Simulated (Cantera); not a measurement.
What does this Cantera script print?

```python
import numpy as np
import cantera as ct

gas = ct.Solution("gri30.yaml")
gas.TPX = 1700, 16000, {'CH4': 1, 'H2': 63}
reactor = ct.IdealGasConstPressureReactor(gas, energy="off", clone=False)
net = ct.ReactorNet([reactor])
net.rtol, net.atol = 1e-08, 1e-18
show = ['CH4', 'H2', 'C2H4', 'C2H', 'C2H2', 'H', 'C2H6']
times = np.geomspace(5e-05, 60, 11)

steps = ct.SolutionArray(gas, extra=["t"])
rows = []
print(f"{'t/s':>10s}{'T/K':>9s}{'P/Pa':>11s}" + "".join(f"{s:>11s}" for s in show))
for t in times:
    while net.time < t:
        t_next = net.step()
        steps.append(gas.state, t=t_next)
    rows.append([np.interp(t, steps.t, y) for y in (steps.T, steps.P, *steps(*show).X.T)])
    print(f"{t:10.3e}{rows[-1][0]:9.1f}{rows[-1][1]:11.4g}" + "".join(f"{x:11.3e}" for x in rows[-1][2:]))
rate = np.gradient(steps.T, steps.t)
print("integrator steps:", len(steps.t))
if steps.T.max() > steps.T[0] + 200:
    print(f"time of steepest temperature rise: {steps.t[rate.argmax()]:.4e} s")
gas.TPX = 1700, 16000, {'CH4': 1, 'H2': 63}
gas.equilibrate("TP")
print(f"equilibrium (TP): T = {gas.T:.1f} K  " + "  ".join(f"{s} {gas[s].X[0]:.3e}" for s in show))
```

Result:

```
       t/s      T/K       P/Pa        CH4         H2       C2H4        C2H       C2H2          H       C2H6
 5.000e-05   1700.0    1.6e+04  1.562e-02  9.844e-01  1.396e-11  3.840e-22  1.903e-14  3.567e-06  1.944e-11
 2.027e-04   1700.0    1.6e+04  1.562e-02  9.844e-01  8.809e-10  4.641e-19  5.566e-12  1.468e-05  9.474e-10
 8.219e-04   1700.0    1.6e+04  1.561e-02  9.843e-01  5.926e-08  7.851e-16  2.340e-09  5.919e-05  3.153e-08
 3.332e-03   1700.0    1.6e+04  1.555e-02  9.842e-01  2.997e-06  1.475e-12  1.232e-06  2.111e-04  3.869e-07
 1.351e-02   1700.0    1.6e+04  1.533e-02  9.841e-01  1.332e-05  1.532e-10  7.704e-05  3.507e-04  8.495e-07
 5.477e-02   1700.0    1.6e+04  1.451e-02  9.845e-01  1.529e-05  9.620e-10  4.795e-04  3.540e-04  7.721e-07
 2.221e-01   1700.0    1.6e+04  1.192e-02  9.859e-01  2.129e-05  3.546e-09  1.756e-03  3.567e-04  5.277e-07
 9.003e-01   1700.0    1.6e+04  6.915e-03  9.884e-01  3.494e-05  8.643e-09  4.226e-03  3.623e-04  1.851e-07
 3.650e+00   1700.0    1.6e+04  2.786e-03  9.905e-01  4.828e-05  1.296e-08  6.261e-03  3.675e-04  3.723e-08
 1.480e+01   1700.0    1.6e+04  1.675e-03  9.911e-01  5.219e-05  1.415e-08  6.808e-03  3.693e-04  1.897e-08
 6.000e+01   1700.0    1.6e+04  1.653e-03  9.911e-01  5.227e-05  1.418e-08  6.819e-03  3.693e-04  1.871e-08
integrator steps: 813
equilibrium (TP): T = 1700.0 K  CH4 1.653e-03  H2 9.911e-01  C2H4 5.227e-05  C2H 1.418e-08  C2H2 6.819e-03  H 3.693e-04  C2H6 1.871e-08
```

Detailed kinetics in Cantera: GRI-Mech 3.0 (53 species, 325 reactions). GRI-Mech 3.0 stops at C3 and has no aromatics, soot or wall deposition, so with more carbon than oxygen in the feed, carbon stays in small species such as C2H2 where larger ones or solid carbon would form.
